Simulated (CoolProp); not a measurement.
Values from CoolProp's reference Helmholtz-energy equation of state, Thol 2017.

### Question
Give the vapour pressure (kPa), vapour density (kg/m³), liquid cp (kJ/(kg K)), surface tension (mN/m) of saturated octamethyltrisiloxane (MDM) at 154.85, 159.55, 182.95 °C.

### Answer
```
T (°C)  p (kPa)  vapour density (kg/m³)  liquid cp (kJ/(kg K))  surface tension (mN/m)
------  -------  ----------------------  ---------------------  ----------------------
154.85      108                    7.77                   2.12                    6.22
159.55      121                    8.72                   2.13                    5.91
182.95      211                    15.0                   2.20                    4.43
```

Surface tension comes from a separate correlation (Mulero 2014), older than this fluid's equation and unchecked against measurements.
